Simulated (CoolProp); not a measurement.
Carbon monoxide along the isobar 2.94 MPa: density (kg/m³) from the reference equation and from simpler models built on Tc = 132.9 K, pc = 3.498 MPa, ω = 0.050; each cubic takes its own stable root.

Computed with CoolProp (reference Helmholtz-energy equation of state, Lemmon 2006). It is a short technical equation, of lower accuracy than the large ones.

```
T (K)   phase  reference  van der Waals  Redlich-Kwong  Soave-Redlich-Kwong  Peng-Robinson
-----  ------  ---------  -------------  -------------  -------------------  -------------
105.2  liquid      688.8          478.6          672.8                674.0          762.0
117.2  liquid      612.7          424.2          577.5                580.3          655.0
141.1     gas      98.28          96.94          98.89                98.53          102.3
153       gas      81.32          81.65          81.79                81.30          83.86
165       gas      70.84          71.64          71.21                70.68          72.61
177       gas      63.39          64.31          63.70                63.16          64.69
188.9     gas      57.72          58.66          58.00                57.46          58.72
200.9     gas      53.13          54.03          53.38                52.86          53.92
212.9     gas      49.33          50.18          49.57                49.06          49.96
224.8     gas      46.14          46.93          46.36                45.88          46.66
236.8     gas      43.37          44.09          43.58                43.12          43.79
```
